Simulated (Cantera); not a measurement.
# BCl₃ + NH₃ + H₂ + O₂ (boron, boron nitride and boron oxide)

Charge: 1 mol BCl₃, 0.9 mol NH₃, 18 mol H₂, 0.79 mol O₂, at 702 °C and 0.0100 bar.

Method: chemical equilibrium by Gibbs-energy minimisation in Cantera with the NASA 1993 tables (ideal gas, pure condensed phases). Candidate condensed phases: B, BN, B₂O₃, B₃O₃H₃, H₂O, NH₄Cl; 49 gas species. Kinetics and transport are ignored.

```yaml
x(H₂): 0.834
x(HCl): 0.141
x(N₂): 0.0211
x(H₂O): 0.00375
x(HBO₂): 9.37e-6
n(B₂O₃(l)): 0.500 mol
gas_amount: 21.30 mol
log10 activity of B(s) (absent): -8.33
log10 activity of B₃O₃H₃(s) (absent): -17.32
```
